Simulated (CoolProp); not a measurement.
The numbers come from the reference Helmholtz-energy equation of state, Penoncello 2003 in CoolProp.

Problem. For CHF3 (R23), give the phase and the speed of sound (m/s), Joule-Thomson coefficient (K/MPa), viscosity (µPa s), Prandtl number at 277.3 K and 4.3 bar; 345 K and 4.3 bar.

Solution. 
- 277.3 K and 4.3 bar: gas; speed of sound 194, Joule-Thomson coefficient 16.0, viscosity 13.9, Prandtl number 0.801
- 345 K and 4.3 bar: gas; speed of sound 217, Joule-Thomson coefficient 8.39, viscosity 17.1, Prandtl number 0.842

Viscosity comes from a separate model (Shan 2000). Thermal conductivity comes from a separate model (Shan 2000).
